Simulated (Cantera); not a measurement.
An isothermal, constant-pressure homogeneous reactor starts with 93.6 % N2O, 6.37 % H2O, at 1075 K and 750 Torr.

Computed with Cantera and GRI-Mech 3.0 (53 species, 325 reactions). GRI-Mech 3.0 was tuned for natural gas; its chemistry of N2O as a main component is partial and can be far from experiment. The mechanism lacks the step 2 NO + O2 → 2 NO2, which can matter for NO2 below about 1400 K. The temperature is held fixed by assumption; the heat of reaction is taken as removed at once.

Task: Predict: x(N2O) at 200 s; x(NO) at 200 s; x(N2) at 200 s; x(NO2) at 200 s; x(O2) at 200 s; x(O) at 200 s.

Result: 
```
Quantity                                            Value
---------------  ----------------------------------------
x(N2O) at 200 s   0.00149 (gas-phase equilibrium 5.18e-9)
x(NO) at 200 s     0.0199 (gas-phase equilibrium 7.51e-5)
x(N2) at 200 s        0.627 (gas-phase equilibrium 0.638)
x(NO2) at 200 s  0.000573 (gas-phase equilibrium 3.05e-6)
x(O2) at 200 s        0.308 (gas-phase equilibrium 0.319)
x(O) at 200 s    1.63e-9 (gas-phase equilibrium 7.45e-10)
```
